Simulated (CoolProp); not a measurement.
Vapour-liquid equilibrium of R113 (1) + acetone (2) at 8.45 bar; x and y are mole fractions of (1).

Model: multi-fluid Helmholtz-energy mixture model, Marx 1992 and Lemmon 2006; pair parameters Bell 2016, in CoolProp.

```tsv
x	bubble temperature (K)	y at the bubble point	dew temperature at overall composition x (K)	liquid density (mol/L)
0.05	406.2	0.083	407.0	10.77
0.2	401.6	0.273	403.3	9.922
0.35	398.9	0.412	400.0	9.161
0.5	397.7	0.526	397.9	8.492
0.65	397.6	0.635	397.6	7.910
0.8	398.7	0.758	399.4	7.401
0.95	401.9	0.925	402.5	6.943
```

y crosses x between x = 0.5 and 0.65: the model has an azeotrope there.

Pair parameters are fitted to limited data, so mixtures are less certain than the pure fluids.
